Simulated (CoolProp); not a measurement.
Vapour-liquid equilibrium of fluoroethane (R161) (1) + R1234yf (2) at 216.7 K; x and y are mole fractions of (1).

Values from CoolProp's multi-fluid Helmholtz-energy mixture model, Wu 2012 and Lemmon 2022; pair parameters Bell 2016.

Problem. Give the bubble pressure and the first vapour's composition at x = 0.45, 0.55, 0.85. Is there an azeotrope?

Solution. x = 0.45: 0.03348 MPa, y = 0.558; x = 0.55: 0.03477 MPa, y = 0.645; x = 0.85: 0.03786 MPa, y = 0.880. No azeotrope shows between x = 0.05 and 0.95.

The pair parameters rest on a limited set of measurements; away from them the model extrapolates.
